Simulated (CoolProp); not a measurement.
Computed with CoolProp (reference Helmholtz-energy equation of state, de Reuck 1990).

Question: For fluorine, give the phase and the cp (kJ/(kg K)), cv (kJ/(kg K)), Joule-Thomson coefficient (K/MPa) at 255.2 K and 9.62 MPa; 279.8 K and 0.0324 MPa; 262.6 K and 20 MPa.

Answer: 
- 255.2 K and 9.62 MPa: supercritical; cp 0.976, cv 0.614, Joule-Thomson coefficient 2.01
- 279.8 K and 0.0324 MPa: gas; cp 0.815, cv 0.596, Joule-Thomson coefficient 2.14
- 262.6 K and 20 MPa: supercritical; cp 1.14, cv 0.641, Joule-Thomson coefficient 1.25
